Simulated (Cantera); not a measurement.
What does this Cantera script print?

```python
import numpy as np
import cantera as ct

gas = ct.Solution("gri30.yaml", transport_model="mixture-averaged")
show = ['N2', 'H2', 'H2O']

rows = []
print(f"{'T/K':>7s}{'rho':>11s}{'cp':>10s}{'mu':>11s}{'lambda':>11s}{'Pr':>7s}" + "".join(f"{'D_' + s:>11s}" for s in show))
for T in [400, 550, 700, 850, 1000, 1150, 1300, 1450]:
    gas.TPX = T, 27, {'CO': 0.92, 'C3H8': 0.46, 'CH4': 0.94}
    Pr = gas.cp_mass * gas.viscosity / gas.thermal_conductivity
    D = [gas.mix_diff_coeffs_mole[gas.species_index(s)] for s in show]
    rows.append([gas.density, gas.cp_mass, gas.viscosity, gas.thermal_conductivity, Pr, *D])
    print(f"{T:7g}{gas.density:11.4e}{gas.cp_mass:10.1f}{gas.viscosity:11.4e}"
          f"{gas.thermal_conductivity:11.4e}{Pr:7.3f}" + "".join(f"{d:11.4e}" for d in D))
print("SI units: kg/m3, J/kg/K, Pa s, W/m/K, m2/s")
```

It prints:

```
    T/K        rho        cp         mu     lambda     Pr       D_N2       D_H2      D_H2O
    400 2.1393e-04    1773.3 1.5951e-05 3.8157e-02  0.741 1.1475e-01 4.1377e-01 1.2480e-01
    550 1.5558e-04    2124.8 2.0372e-05 5.6091e-02  0.772 1.9948e-01 7.0907e-01 2.2943e-01
    700 1.2224e-04    2444.4 2.4274e-05 7.4641e-02  0.795 3.0106e-01 1.0622e+00 3.5865e-01
    850 1.0067e-04    2713.5 2.7818e-05 9.3099e-02  0.811 4.1800e-01 1.4684e+00 5.0967e-01
   1000 8.5571e-05    2944.9 3.1100e-05 1.1118e-01  0.824 5.4922e-01 1.9242e+00 6.8051e-01
   1150 7.4409e-05    3126.6 3.4179e-05 1.2877e-01  0.830 6.9391e-01 2.4268e+00 8.6969e-01
   1300 6.5824e-05    3283.1 3.7095e-05 1.4581e-01  0.835 8.5140e-01 2.9740e+00 1.0761e+00
   1450 5.9014e-05    3417.3 3.9878e-05 1.6230e-01  0.840 1.0212e+00 3.5641e+00 1.2987e+00
SI units: kg/m3, J/kg/K, Pa s, W/m/K, m2/s
```

Cantera simulation using GRI-Mech 3.0 (53 species, 325 reactions); the numbers are that mechanism's predictions, not measurements. The composition is frozen, though it would react at the higher temperatures.
